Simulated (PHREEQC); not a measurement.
Make-up at 25 °C: 0.00102 mol/kgw CuCl2, 0.25 mol/kgw H2SO4 and 0.00015 mol/kgw FeCl3. Closed to the air; pH follows from the charge balance.

Equilibrium calculation in PHREEQC: ion-association model, wateq4f.dat.

This is a speciation only: nothing precipitates in the calculation.

Problem. Order these Cu species by the share of Cu that they hold, largest first: Cu+2, CuCl+, CuSO4.

Solution. Cu+2 (72 %), CuSO4 (28 %), CuCl+ (0.14 %)

Problem. Order these S species by the share of S that they hold, largest first: HSO4-, CuSO4, SO4-2.

Solution. HSO4- (88 %), SO4-2 (12 %), CuSO4 (0.12 %)

The pH is 0.66 and the ionic strength 0.311 mol/kgw.
